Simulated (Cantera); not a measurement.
A perfectly stirred reactor is fed with H2 : O2 : N2 = 1.8 : 1 : 8.7 (molar parts), equivalence ratio 0.90, at 0.132 atm; it is held at 1248 K, and followed from long to short residence time.

Model: GRI-Mech 3.0 (53 species, 325 reactions), integrated in Cantera. The temperature is held fixed by assumption; the heat of reaction is taken as removed at once.

x: mole fraction; the columns are a selection and need not sum to one.

```csv
τ (s),x H2,x O2,x NO,x H,x OH
0.57,0.00197,0.0103,1.75e-6,0.000645,0.000601
0.22,(withheld),0.0111,(withheld),(withheld),(withheld)
0.085,0.00546,0.0123,4.20e-6,0.00329,0.00109
0.033,0.00836,0.0142,5.87e-6,0.00673,0.00144
0.013,0.0120,0.0169,7.43e-6,0.0127,0.00185
0.0049,0.0166,0.0206,8.31e-6,0.0226,0.00235
0.0019,(withheld),(withheld),7.70e-6,(withheld),(withheld)
```

### Question
Fill in the missing entries.

### Answer

- 0.22, x H2: 0.00337
- 0.22, x NO: 2.78e-6
- 0.22, x H: 0.00150
- 0.22, x OH: 0.000813
- 0.0019, x H2: 0.0217
- 0.0019, x O2: 0.0252
- 0.0019, x H: 0.0356
- 0.0019, x OH: 0.00285
